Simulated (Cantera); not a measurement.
Gas mixture: 100 % C2H2, at 500000 Pa, frozen composition.

Cantera's kinetic-theory transport with the Lennard-Jones parameters of GRI-Mech 3.0, ideal gas; thermal conductivity in the multicomponent form. The composition is frozen, though it would react at the higher temperatures.

One state of this run: ρ (kg/m³) = 0.783; cp (J/kg/K) = 3110; μ (µPa s) = 43.7; λ (mW/m/K) = 186; Pr = 0.732; D (cm²/s) CO2 = 0.711; D (cm²/s) H2O = 1.12; D (cm²/s) C2H2 = 0.000. D: mixture-averaged diffusion coefficient of that species in the mixture.

Which value of T (K) does it belong to?
A. 1200
B. 2000
C. 1000
D. 1600

B, 2000
